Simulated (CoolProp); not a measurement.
Saturated liquid density (kg/m³) of R142b: the reference equation beside estimates from Tc = 137.1 °C, pc = 4055 kPa, ω = 0.232. Rackett uses Z = 0.29056 − 0.08775 ω.

Model: reference Helmholtz-energy equation of state, Lemmon 2006, in CoolProp. It is a short technical equation, of lower accuracy than the large ones.

```tsv
T (°C)	reference	Rackett	van der Waals	Redlich-Kwong	Soave-Redlich-Kwong	Peng-Robinson
-0.95	1174	1153	702.8	1026	1059	1198
13.15	1141	1120	683.1	990.8	1027	1162
27.15	1106	1086	662.2	953.6	991.0	1123
41.25	1069	1049	639.6	913.1	951.5	1079
55.35	1029	1009	615.1	869.0	907.8	1030
69.45	985.4	966.4	588.3	820.6	858.8	974.8
83.55	937.1	918.8	558.3	766.6	803.1	911.0
97.55	882.1	864.7	524.1	705.4	738.9	836.6
111.65	814.9	798.7	482.8	632.3	660.5	744.8
```

Absolute difference from the reference over all 9 rows, mean and median: Rackett 1.9 and 1.9 %, van der Waals 40.3 and 40.2 %, Redlich-Kwong 16.3 and 15.5 %, Soave-Redlich-Kwong 12.8 and 11.8 %, Peng-Robinson 2.7 and 1.8 %.
